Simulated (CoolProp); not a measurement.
R125 along the isobar 2660 kPa: fugacity coefficient from the reference equation and from simpler models built on Tc = 66.0 °C, pc = 3618 kPa, ω = 0.305; each cubic takes its own stable root.

The numbers come from the reference Helmholtz-energy equation of state, Lemmon 2005 in CoolProp.

| T (°C) | phase | reference | van der Waals | Redlich-Kwong | Peng-Robinson |
|---|---|---|---|---|---|
| -70.35 | liquid | 0.01222 | 0.1265 | 0.02977 | 0.01243 |
| -50.15 | liquid | (withheld) | 0.2024 | 0.07297 | 0.03704 |
| -29.95 | liquid | 0.08826 | 0.2976 | 0.1468 | 0.08820 |
| -9.75 | liquid | 0.1773 | 0.4093 | (withheld) | 0.1769 |
| 10.45 | liquid | 0.3106 | 0.5336 | 0.3960 | 0.3097 |
| 30.65 | liquid | 0.4876 | 0.6643 | 0.5612 | 0.4847 |
| 50.85 | liquid | 0.6966 | 0.7543 | 0.7202 | 0.6857 |
| 71.05 | gas | 0.7672 | (withheld) | 0.7681 | 0.7502 |
| 91.25 | gas | (withheld) | 0.8188 | 0.8048 | 0.7938 |
| 111.45 | gas | 0.8449 | 0.8423 | 0.8341 | 0.8286 |

Q: Some entries are withheld; supply them.

A: 
- -50.15, reference: 0.03688
- -9.75, Redlich-Kwong: 0.2552
- 71.05, van der Waals: 0.7903
- 91.25, reference: 0.8112

At some of these states van der Waals, Redlich-Kwong gives the other phase, because its saturation line lies elsewhere.
